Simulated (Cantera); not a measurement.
Charge: 1 mol S, 1.2 mol H2O, equilibrated at 1023.15 K and 890 Pa.

Equilibrium computed with Cantera from the NASA thermochemical tables; the gas is ideal and each condensed phase is pure. Candidate condensed phases: H2O, H2SO4, S; 19 gas species. Gases not in the tables: S3 to S7. Kinetics and transport are ignored.

Base state: H2O 0.603, S2 0.222, H2S 0.0958, SO2 0.0574, H2 0.0203, S2O 0.00137, SH 6.73e-5, SO 4.91e-5 (mole fractions); condensed: gas only.

Task: What changes in the equilibrium state with this change: temperature from 1023.15 K to 3375 K?

Result: 
| species | before | after |
|---|---|---|
| H | 6.27e-9 | 0.515 |
| O | <1e-9 | 0.231 |
| S | 6.21e-8 | 0.200 |
| H2O | 0.603 | 0.000511 |
| H2S | 0.0958 | 2.08e-6 |
| SO | 4.91e-5 | 0.0256 |
| S2 | 0.222 | 0.000791 |
| SO2 | 0.0574 | 0.000619 |
| H2 | 0.0203 | 0.0122 |
| OH | <1e-9 | 0.00927 |
| O2 | <1e-9 | 0.00376 |
| S2O | 0.00137 | 1.44e-6 |
